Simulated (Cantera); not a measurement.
Mixture: H₂ : O₂ : N₂ : H₂O = 2.1 : 0.455 : 1.71 : 0.075 (molar parts), at 100000 Pa, adiabatic and at constant pressure. Ignition delay is the time to a rise of 400 K.

Cantera simulation using the H2/O2 subset of GRI-Mech 3.0, which has no nitrogen chemistry; the numbers are that mechanism's predictions, not measurements. Where the delays flatten at high temperature, the 400 K rule measures the pace of heat release, not the induction time.

Q: Predict: delay at 1175 K; delay at 1325 K; delay at 1475 K; delay at 1625 K; delay at 1775 K.

A: 
```
Property           Value
---------------  -------
delay at 1175 K  66.3 µs
delay at 1325 K  32.6 µs
delay at 1475 K  22.0 µs
delay at 1625 K  18.7 µs
delay at 1775 K  18.6 µs
```
